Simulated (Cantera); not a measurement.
Cantera run:

```python
import numpy as np
import cantera as ct

gas_names = """
    B2O3 B2O2 O
""".split()
cond_names = """
    B(b) B(L)
""".split()


# ... load() reads the species with a 1 bar reference pressure and builds the phases ...
species = {s.name: s for s in load("nasa_gas.yaml", gas_names) + load("nasa_condensed.yaml", cond_names)}
# Each term lists the table entries of one substance; the one whose range holds T is used.
reactions = {
    '2 B2O3(g) + 2 B = 3 B2O2(g)':
        [(-2, ['B2O3']), (-2, ['B(b)', 'B(L)']), (3, ['B2O2'])],
    '2 B + 2 O(g) = B2O2(g)':
        [(-2, ['B(b)', 'B(L)']), (-2, ['O']), (1, ['B2O2'])],
}


def pick(names, T):
    return next(species[n] for n in names if species[n].thermo.min_temp <= T <= species[n].thermo.max_temp)


results = []
for label, terms in reactions.items():
    print(label)
    print("     T/K   dH/kJ  dS/(J/K)   dG/kJ   log10 K")
    for T in [300, 775, 825, 875, 925, 975]:
        used = [(nu, pick(names, T)) for nu, names in terms]
        dH = sum(nu * s.thermo.h(T) for nu, s in used) / 1e6
        dS = sum(nu * s.thermo.s(T) for nu, s in used) / 1e3
        dG = dH - T * dS / 1e3
        logK = -dG * 1e6 / (ct.gas_constant * T * np.log(10))
        results.append((label, T, dH, dS, dG, logK, [s.name for _, s in used]))
        print(f"{T:8g} {dH:8.1f} {dS:8.1f} {dG:8.1f} {logK:8.2f}")
```

Output:

```
2 B2O3(g) + 2 B = 3 B2O2(g)
     T/K   dH/kJ  dS/(J/K)   dG/kJ   log10 K
     300    303.9    148.7    259.3   -45.14
     775    304.8    152.2    186.9   -12.59
     825    304.5    151.8    179.3   -11.35
     875    304.2    151.5    171.7   -10.25
     925    303.9    151.1    164.1    -9.27
     975    303.5    150.7    156.6    -8.39
2 B + 2 O(g) = B2O2(g)
     T/K   dH/kJ  dS/(J/K)   dG/kJ   log10 K
     300   -954.4    -91.2   -927.0   161.41
     775   -960.5   -103.0   -880.7    59.36
     825   -961.2   -103.9   -875.5    55.43
     875   -961.9   -104.7   -870.3    51.95
     925   -962.6   -105.5   -865.0    48.85
     975   -963.3   -106.2   -859.7    46.06
```

Cantera with NASA thermochemical tables; ideal gases at 1 bar, condensed phases pure. Condensed species are held in their standard states even where they would react or evaporate.
